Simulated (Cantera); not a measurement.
# Hydrogen reduction and annealing atmospheres: Cu2O + H2

Feed: 1 mol Cu2O, 2900 mol H2.

Equilibrium computed with Cantera from the NASA thermochemical tables; the gas is ideal and each condensed phase is pure. Candidate condensed phases: Cu, CuO, Cu(OH)2, Cu2O, H2O; 12 gas species. Equilibrium is a limit: real reactors are often held back by kinetics, nucleation or transport.

Stable condensed phases:

```
T in K \ P in Pa
              10      42     180     750    3200   13000   56000  240000 1000000
   1448        A       A       A       B       B       B       B       B       B
   1398        A       A       A       B       B       B       B       B       B
   1348        A       A       B       B       B       B       B       B       B
   1298        A       B       B       B       B       B       B       B       B
   1248        B       B       B       B       B       B       B       B       B
   1198        B       B       B       B       B       B       B       B       B
   1148        B       B       B       B       B       B       B       B       B
   1098        B       B       B       B       B       B       B       B       B
   1048        B       B       B       B       B       B       B       B       B
    998        B       B       B       B       B       B       B       B       B
    948        B       B       B       B       B       B       B       B       B
```

A: gas only; B: Cu.
